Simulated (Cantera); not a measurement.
A closed system holds: 1 mol C2H4, a varied amount of CO2, held at 598.15 K and 97.0 bar.

Cantera equilibrium calculation (NASA polynomials, part measured and part estimated; ideal gas, pure solids and liquids). Candidate condensed phases: C, C6H6, C7H8, C8H18, H2O; 110 gas species. The ideal-gas law is rough above about 30 bar. Rates play no part.

Task: At 0.074 mol CO2, list the 5 most abundant gas species with their mole fractions, and the condensed phases.

Result: CH4 0.856, H2O 0.132, H2 0.00943, CO2 0.00264, C2H6 4.37e-5. Condensed: C(graphite).
